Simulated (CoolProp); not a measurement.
Vapour-liquid equilibrium of ammonia (1) + benzene (2) at 323.5 K; x and y are mole fractions of (1).

Computed with CoolProp (multi-fluid Helmholtz-energy mixture model, Gao 2020 and Thol 2012; pair parameters Bell 2016).

```csv
x,bubble pressure (MPa),y at the bubble point,dew pressure at overall composition x (MPa),liquid density (mol/L)
0.05,0.2558,0.855,0.03864,11.25
0.125,0.5631,0.933,0.04199,11.92
0.2,0.8261,0.954,0.04598,12.66
0.275,1.036,0.964,0.05079,13.48
0.35,1.194,0.969,0.05670,14.39
0.425,1.310,0.972,0.06415,15.43
0.5,1.397,0.974,0.07382,16.60
0.575,1.468,0.976,0.08691,17.95
0.65,1.535,0.978,0.1056,19.53
0.725,1.608,0.981,0.1346,21.40
0.8,1.696,0.984,0.1854,23.67
0.875,1.806,0.988,0.2978,26.48
0.95,1.944,0.995,0.7539,30.05
```

No azeotrope shows between x = 0.05 and 0.95.

The pair parameters rest on a limited set of measurements; away from them the model extrapolates. With so large a gap from Raoult's law the liquid may split in two, which this calculation doesn't test in full.
